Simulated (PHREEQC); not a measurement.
Make-up at 20 °C: 0.132 mol/kgw HNO3, 0.093 mol/kgw FeCl3 and 0.0095 mol/kgw CuCl2. Closed to the air; pH follows from the charge balance.

Equilibrium calculation in PHREEQC: ion-association model, phreeqc.dat.

```json
{
  "pH": "0.99",
  "ionic_strength": "0.508 mol/kgw",
  "activity_of_water": "0.990",
  "total_alkalinity": "-318 meq/kg"
}
```

| species | molality | activity | log γ |
|---|---|---|---|
| Cl- | 0.224 | 0.146 | -0.186 |
| H+ | 0.133 | 0.102 | -0.116 |
| NO3- | 0.132 | 0.0810 | -0.212 |
| FeCl+2 | 0.0489 | 0.0106 | -0.665 |
| Fe+3 | 0.0314 | 0.00282 | -1.046 |
| FeCl2+ | 0.0119 | 0.00809 | -0.166 |
| Cu+2 | 0.00846 | 0.00212 | -0.601 |
| CuCl+ | 0.000997 | 0.000649 | -0.186 |
| FeOH+2 | 0.000609 | 0.000132 | -0.665 |
| FeCl3 | 0.000105 | 0.000118 | 0.051 |
| Fe2(OH)2+4 | 7.83e-5 | 5.75e-7 | -2.134 |

Precipitation was switched off in this run. Saturation is exceeded, for instance for Hematite (slow to form), Goethite (slow to form); the values hold only as long as no solid forms. Species that the database lacks are ignored.
